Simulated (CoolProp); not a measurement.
Properties of octamethyltrisiloxane (MDM) at several states.

Model: reference Helmholtz-energy equation of state, Thol 2017, in CoolProp.

```
T (°C)  p (MPa)   phase       Z  cv (kJ/(kg K))  Joule-Thomson coefficient (K/MPa)  fugacity coefficient
------  -------  ------  ------  --------------  ---------------------------------  --------------------
83.85      7.86  liquid     ___           1.616                            -0.3798              0.003037
24.95     0.534  liquid     ___           1.471                                ___             0.0009908
29.55      2.47  liquid  0.2851           1.482                            -0.4359                   ___
246.25    0.309     gas  0.8902             ___                              14.05                   ___
196.55    0.556  liquid     ___           1.898                                ___                0.4513
```

Problem. Fill in the missing entries.

Solution. 
- 83.85, Z: 0.8129
- 24.95, Z: 0.06245
- 24.95, Joule-Thomson coefficient (K/MPa): -0.4370
- 29.55, fugacity coefficient: 0.0003597
- 246.25, cv (kJ/(kg K)): 1.958
- 246.25, fugacity coefficient: 0.9012
- 196.55, Z: 0.05456
- 196.55, Joule-Thomson coefficient (K/MPa): 0.1128
